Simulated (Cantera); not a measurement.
Input: 1 mol SiHCl₃, a varied amount of NH₃, 38 mol H₂, at 750 °C and 2.40 mbar.

Method: chemical equilibrium by Gibbs-energy minimisation in Cantera with the NASA 1993 tables (ideal gas, pure condensed phases). Candidate condensed phases: NH₄Cl, Si, Si₃N₄; 28 gas species. Mutual solubility and eutectic melting of coexisting phases are not modelled. Rates play no part.

Task: Which condensed phases are stable at each of these points (n(NH₃) (mol)): 0.22, 0.29, 0.38, 0.5, 0.66, 0.87, 1.1, 1.5, 2?

Result: 
```csv
n(NH₃) (mol),condensed phases,Si condensed (%)
0.22,Si(s) + Si₃N₄(s),51.7
0.29,Si(s) + Si₃N₄(s),51.7
0.38,Si(s) + Si₃N₄(s),51.8
0.5,Si(s) + Si₃N₄(s),51.9
0.66,Si(s) + Si₃N₄(s),52.0
0.87,Si₃N₄(s),65.2
1.1,Si₃N₄(s),82.5
1.5,Si₃N₄(s),99.7
2,Si₃N₄(s),99.9
```

From 0.22 mol NH₃ to 0.66 mol NH₃ the condensed part is Si(s) + Si₃N₄(s). From 0.87 mol NH₃ to 2 mol NH₃ the condensed part is Si₃N₄(s).
